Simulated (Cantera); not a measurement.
A closed system holds: 1 mol SiCl₄, 0.62 mol HCl, 950 mol H₂, at 1.00 bar.

Cantera equilibrium calculation (NASA polynomials, part measured and part estimated; ideal gas, pure solids and liquids). Candidate condensed phases: Si; 19 gas species. Gases not in the tables: Si₂H₆ and higher silanes. Rates play no part.

Question: What share of the Si ends up in condensed phases as a function of T (K), at 2148, 2198, 2248, 2298, 2348, 2398, 2448?

Answer: 
```tsv
T (K)	Si condensed (%)	as
2148	39.9	Si(l)
2198	14.5	Si(l)
2248	0.0	-
2298	0.0	-
2348	0.0	-
2398	0.0	-
2448	0.0	-
```
